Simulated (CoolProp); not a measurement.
Carbonyl sulfide along the isobar 46.5 bar: density (kg/m³) from the reference equation and from simpler models built on Tc = 378.8 K, pc = 63.69 bar, ω = 0.098; each cubic takes its own stable root.

Model: reference Helmholtz-energy equation of state, Lemmon 2006, in CoolProp. It is a short technical equation, of lower accuracy than the large ones.

```json
[
 {"T (K)": "267.2", "phase": "liquid", "reference": "1083"},
 {"T (K)": "292", "phase": "liquid", "reference": "1021"},
 {"T (K)": "316.8", "phase": "liquid", "reference": "947.5"},
 {"T (K)": "341.6", "phase": "liquid", "reference": "853.1"},
 {"T (K)": "366.4", "phase": "gas", "reference": "149.9"},
 {"T (K)": "391.3", "phase": "gas", "reference": "118.2"},
 {"T (K)": "416.1", "phase": "gas", "reference": "102.2"},
 {"T (K)": "440.9", "phase": "gas", "reference": "91.45"},
 {"T (K)": "465.7", "phase": "gas", "reference": "83.41"},
 {"T (K)": "490.5", "phase": "gas", "reference": "77.03"},
 {"T (K)": "515.3", "phase": "gas", "reference": "71.79"}
]
```

Question: How far does each simpler model (Redlich-Kwong, Soave-Redlich-Kwong, Peng-Robinson) lie from the reference over these 11 states: mean and median of the absolute difference, and the worst?

Answer: 
- Redlich-Kwong: mean 3.8 %, median 0.7 %, worst -12.9 % at 341.6 K and 46.5 bar
- Soave-Redlich-Kwong: mean 3.3 %, median 0.5 %, worst -11.3 % at 341.6 K and 46.5 bar
- Peng-Robinson: mean 2.9 %, median 2.5 %, worst +6.8 % at 267.2 K and 46.5 bar
